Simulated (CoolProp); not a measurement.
A simple Rankine cycle with sulfur dioxide: condensing at 288.15 K, boiler at 1.65 MPa, turbine inlet 499.4 K, turbine efficiency 0.65, pump efficiency 0.7, no recuperator. Each further row changes one setting.

Computed with CoolProp (reference Helmholtz-energy equation of state, Gao 2016).

```json
[
 {"case": "as stated", "thermal efficiency (%)": "11.9", "net work (kJ/kg)": "60.1", "heat in (kJ/kg)": "505", "turbine exit temperature (K)": "401.1", "volume ratio over the turbine": "4.93"},
 {"case": "turbine inlet 519.4 K", "thermal efficiency (%)": "12.1", "net work (kJ/kg)": "63.0", "heat in (kJ/kg)": "520", "turbine exit temperature (K)": "419.1", "volume ratio over the turbine": "4.93"},
 {"case": "condensing temperature 280.15 K", "thermal efficiency (%)": "13.3", "net work (kJ/kg)": "68.5", "heat in (kJ/kg)": "516", "turbine exit temperature (K)": "387.8", "volume ratio over the turbine": "6.44"},
 {"case": "boiler pressure 1.15 MPa", "thermal efficiency (%)": "9.9", "net work (kJ/kg)": "50.4", "heat in (kJ/kg)": "508", "turbine exit temperature (K)": "420.3", "volume ratio over the turbine": "3.56"},
 {"case": "turbine efficiency 0.55", "thermal efficiency (%)": "10.0", "net work (kJ/kg)": "50.6", "heat in (kJ/kg)": "505", "turbine exit temperature (K)": "414.6", "volume ratio over the turbine": "5.10"}
]
```
